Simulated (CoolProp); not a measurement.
Ammonia along the isotherm 164.25 °C: density (kg/m³) from the reference equation and from simpler models built on Tc = 132.4 °C, pc = 113.6 bar, ω = 0.256; each cubic takes its own stable root.

The numbers come from the reference Helmholtz-energy equation of state, Gao 2020 in CoolProp.

```json
[
 {"p (bar)": "1.8", "phase": "gas", "reference": "0.8467"},
 {"p (bar)": "2.64", "phase": "gas", "reference": "1.244"},
 {"p (bar)": "3.87", "phase": "gas", "reference": "1.830"},
 {"p (bar)": "5.68", "phase": "gas", "reference": "2.698"},
 {"p (bar)": "8.34", "phase": "gas", "reference": "3.989"},
 {"p (bar)": "12.2", "phase": "gas", "reference": "5.894"},
 {"p (bar)": "18", "phase": "gas", "reference": "8.833"},
 {"p (bar)": "26.4", "phase": "gas", "reference": "13.26"},
 {"p (bar)": "38.7", "phase": "gas", "reference": "20.17"},
 {"p (bar)": "56.8", "phase": "gas", "reference": "31.43"},
 {"p (bar)": "83.4", "phase": "gas", "reference": "51.20"},
 {"p (bar)": "122", "phase": "supercritical", "reference": "92.10"},
 {"p (bar)": "180", "phase": "supercritical", "reference": "231.3"},
 {"p (bar)": "264", "phase": "supercritical", "reference": "362.4"},
 {"p (bar)": "387", "phase": "supercritical", "reference": "421.5"},
 {"p (bar)": "568", "phase": "supercritical", "reference": "466.2"}
]
```

Q: How far does each simpler model (Redlich-Kwong, Peng-Robinson) lie from the reference over these 16 states: mean and median of the absolute difference, and the worst?

A: 
- Redlich-Kwong: mean 4.7 %, median 0.2 %, worst -21.0 % at 164.25 °C and 264 bar
- Peng-Robinson: mean 4.0 %, median 0.4 %, worst -17.9 % at 164.25 °C and 264 bar
